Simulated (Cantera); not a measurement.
An isothermal, constant-pressure homogeneous reactor starts with C2H6 : N2 = 1 : 170 (molar parts), at 1325 K and 3100 Pa.

Detailed kinetics in Cantera: GRI-Mech 3.0 (53 species, 325 reactions). GRI-Mech 3.0 stops at C3 and has no aromatics, soot or wall deposition, so with more carbon than oxygen in the feed, carbon stays in small species such as C2H2 where larger ones or solid carbon would form. Radical loss at walls, strong at low pressure, is not modelled.

Predict: x(C2H6) at 70.0 s; x(C2H2) at 70.0 s; x(C2H4) at 70.0 s; x(HCN) at 70.0 s.


* **x(C2H6) at 70.0 s**: 6.34e-8 (gas-phase equilibrium 6.46e-12)
* **x(C2H2) at 70.0 s**: 0.00530 (gas-phase equilibrium 0.000628)
* **x(C2H4) at 70.0 s**: 4.21e-6 (gas-phase equilibrium 4.60e-7)
* **x(HCN) at 70.0 s**: 3.12e-7 (gas-phase equilibrium 0.0103)
